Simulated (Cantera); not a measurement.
Input (Python, Cantera) and output of one run.

```python
import numpy as np
import cantera as ct

gas_names = """
    H HNO HNO2 HNO3 HO2 H2 H2O H2O2 N NH NH2 NH3 NH2OH NO NO2 NO3 N2 N2H2 N2H4 N2O O OH O2 O3 Si SiH
    SiH2 SiH3 SiH4 SiN SiO SiO2 Si2 Si2N Si3
""".split()
cond_names = """
    H2O(s) H2O(L) Si(cr) Si(L) SiO2(Lqz) SiO2(hqz) SiO2(L) Si2N2O(s) Si3N4(a)
""".split()


# ... load() reads the species with a 1 bar reference pressure and builds the phases ...
atoms = {
    'Si2H6': {'Si': 2, 'H': 6},
    'O2': {'O': 2},
    'N2': {'N': 2},
}
top_T = {'Si2N2O(s)': 2100, 'Si3N4(a)': 2400}  # K; cautious upper limits of use, not melting points


# ... equilibrate(T, P, feed) seeds the gas with the atoms and calls Mixture.equilibrate('TP', solver="vcs", rtol=1e-11, max_steps=5000) ...
results = []
feed = {'Si2H6': 1, 'O2': 5.3, 'N2': 11}  # mol
P = 88000  # Pa
for T in [898, 998, 1098, 1198, 1298, 1398, 1498, 1598, 1698, 1798, 1898]:
    mix = equilibrate(T, P, feed)
    results.append((T, P, feed, dict(zip(mix.species_names, mix.species_moles))))
    x = sorted(zip(gas.X, gas.species_names), reverse=True)
    print(f"T = {T:g} K  P = {P:g} Pa  gas = {mix.phase_moles(0):.4g} mol")
    print("   x: " + "  ".join(f"{s} {v:.3e}" for v, s in x if v > 0.0001))
    print("   condensed (mol): " + ("  ".join(f"{mix.phase(i).name} {mix.phase_moles(i):.4g}"
          for i in range(1, mix.n_phases) if mix.phase_moles(i) > 1e-12) or "none"))
```

Result:

```
T = 898 K  P = 88000 Pa  gas = 15.8 mol
   x: N2 6.962e-01  H2O 1.899e-01  O2 1.139e-01
   condensed (mol): SiO2(hqz) 2
T = 998 K  P = 88000 Pa  gas = 15.8 mol
   x: N2 6.962e-01  H2O 1.899e-01  O2 1.139e-01
   condensed (mol): SiO2(hqz) 2
T = 1098 K  P = 88000 Pa  gas = 15.8 mol
   x: N2 6.962e-01  H2O 1.899e-01  O2 1.139e-01
   condensed (mol): SiO2(hqz) 2
T = 1198 K  P = 88000 Pa  gas = 15.8 mol
   x: N2 6.961e-01  H2O 1.899e-01  O2 1.139e-01  NO 1.333e-04
   condensed (mol): SiO2(hqz) 2
T = 1298 K  P = 88000 Pa  gas = 15.8 mol
   x: N2 6.961e-01  H2O 1.899e-01  O2 1.138e-01  NO 2.703e-04
   condensed (mol): SiO2(hqz) 2
T = 1398 K  P = 88000 Pa  gas = 15.8 mol
   x: N2 6.959e-01  H2O 1.899e-01  O2 1.137e-01  NO 4.954e-04
   condensed (mol): SiO2(hqz) 2
T = 1498 K  P = 88000 Pa  gas = 15.8 mol
   x: N2 6.958e-01  H2O 1.898e-01  O2 1.135e-01  NO 8.370e-04
   condensed (mol): SiO2(hqz) 2
T = 1598 K  P = 88000 Pa  gas = 15.8 mol
   x: N2 6.955e-01  H2O 1.898e-01  O2 1.132e-01  NO 1.324e-03  OH 2.124e-04
   condensed (mol): SiO2(hqz) 2
T = 1698 K  P = 88000 Pa  gas = 15.8 mol
   x: N2 6.951e-01  H2O 1.896e-01  O2 1.128e-01  NO 1.982e-03  OH 4.366e-04
   condensed (mol): SiO2(L) 2
T = 1798 K  P = 88000 Pa  gas = 15.8 mol
   x: N2 6.946e-01  H2O 1.894e-01  O2 1.123e-01  NO 2.834e-03  OH 8.278e-04
   condensed (mol): SiO2(L) 2
T = 1898 K  P = 88000 Pa  gas = 15.81 mol
   x: N2 6.939e-01  H2O 1.890e-01  O2 1.115e-01  NO 3.897e-03  OH 1.465e-03  O 1.044e-04
   condensed (mol): SiO2(L) 2
```

Method: chemical equilibrium by Gibbs-energy minimisation in Cantera with the NASA 1993 tables (ideal gas, pure condensed phases). The feed counts by its element totals alone. The tables hold silica as quartz up to 1696 K and as liquid above; real silica turns to tridymite and cristobalite and melts near 1996 K. Gases not in the tables: Si(OH)4.
